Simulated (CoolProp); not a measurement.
Dimethyl carbonate along the isobar 5.49 MPa: density (kg/m³) from the reference equation and from simpler models built on Tc = 283.9 °C, pc = 4.909 MPa, ω = 0.346; each cubic takes its own stable root.

The numbers come from the reference Helmholtz-energy equation of state, Zhou 2011 in CoolProp.

```json
[
 {"T (°C)": "238.95", "phase": "liquid", "reference": "728.8"},
 {"T (°C)": "246.35", "phase": "liquid", "reference": "709.4"},
 {"T (°C)": "253.65", "phase": "liquid", "reference": "688.2"},
 {"T (°C)": "260.95", "phase": "liquid", "reference": "664.1"},
 {"T (°C)": "268.25", "phase": "liquid", "reference": "635.4"},
 {"T (°C)": "275.65", "phase": "liquid", "reference": "598.6"},
 {"T (°C)": "282.95", "phase": "liquid", "reference": "545.6"},
 {"T (°C)": "290.25", "phase": "supercritical", "reference": "425.1"},
 {"T (°C)": "297.55", "phase": "supercritical", "reference": "246.6"},
 {"T (°C)": "304.85", "phase": "supercritical", "reference": "206.6"},
 {"T (°C)": "312.25", "phase": "supercritical", "reference": "185.1"},
 {"T (°C)": "319.55", "phase": "supercritical", "reference": "170.8"},
 {"T (°C)": "326.85", "phase": "supercritical", "reference": "160.1"}
]
```

Task: How far does each simpler model (Redlich-Kwong, Soave-Redlich-Kwong, Peng-Robinson) lie from the reference over these 13 states: mean and median of the absolute difference, and the worst?

Result: 
- Redlich-Kwong: mean 13.6 %, median 19.3 %, worst -22.3 % at 275.65 °C and 5.49 MPa
- Soave-Redlich-Kwong: mean 13.0 %, median 15.9 %, worst -21.7 % at 282.95 °C and 5.49 MPa
- Peng-Robinson: mean 5.7 %, median 5.3 %, worst -13.5 % at 282.95 °C and 5.49 MPa
